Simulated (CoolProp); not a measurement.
A single-stage vapour-compression cycle with carbonyl sulfide: evaporating at 198.15 K (dew point), condensing at 243.15 K (bubble point), superheat 2 K, subcooling 2 K, compressor efficiency 0.85, no pressure losses. Each further row changes one setting.

Values from CoolProp's reference Helmholtz-energy equation of state, Lemmon 2006. It is a short technical equation, of lower accuracy than the large ones.

```
case                              cooling COP  pressure ratio  discharge temperature (K)  refrigerating effect (kJ/kg)  volumetric capacity (kJ/m³)
--------------------------------  -----------  --------------  -------------------------  ----------------------------  ---------------------------
as stated                                3.09            8.70                      337.2                           275                          273
evaporating temperature 203.15 K         3.66            6.49                        [?]                           [?]                          362
condensing temperature 238.15 K          3.55            7.16                      323.2                           281                          279
subcooling 7 K                            [?]            8.70                      337.2                           281                          279
superheat 12 K                           3.02            8.70                        [?]                           281                          [?]
compressor efficiency 0.75               2.73            8.70                        [?]                           275                          273
```

**Question.** Fill in the missing entries.

**Answer.** 
- evaporating temperature 203.15 K, discharge temperature (K): 323.0
- evaporating temperature 203.15 K, refrigerating effect (kJ/kg): 278
- subcooling 7 K, cooling COP: 3.16
- superheat 12 K, discharge temperature (K): 351.0
- superheat 12 K, volumetric capacity (kJ/m³): 265
- compressor efficiency 0.75, discharge temperature (K): 353.2
